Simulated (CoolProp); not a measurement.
Ethylbenzene along the isotherm 346.85 °C: density (kg/m³) from the reference equation and from simpler models built on Tc = 344.0 °C, pc = 36.22 bar, ω = 0.304; each cubic takes its own stable root.

Computed with CoolProp (reference Helmholtz-energy equation of state, Zhou 2012).

```tsv
p (bar)	phase	reference
3.4	gas	7.247
6.79	gas	15.02
10.2	gas	23.49
13.6	gas	32.75
17	gas	43.04
20.4	gas	54.70
23.8	gas	68.28
27.2	gas	84.78
30.6	gas	106.4
34	gas	139.4
37.4	supercritical	259.8
40.8	supercritical	412.4
44.1	supercritical	437.9
47.5	supercritical	454.3
50.9	supercritical	466.4
54.3	supercritical	476.1
```

Q: How far does each simpler model (ideal gas, van der Waals, Redlich-Kwong, Peng-Robinson) lie from the reference over these 16 states: mean and median of the absolute difference, and the worst?

A: 
- ideal gas: mean 43.2 %, median 37.3 %, worst -79.6 % at 346.85 °C and 40.8 bar
- van der Waals: mean 13.9 %, median 7.8 %, worst -33.6 % at 346.85 °C and 44.1 bar
- Redlich-Kwong: mean 7.9 %, median 3.0 %, worst -22.9 % at 346.85 °C and 40.8 bar
- Peng-Robinson: mean 5.2 %, median 1.1 %, worst -16.4 % at 346.85 °C and 40.8 bar
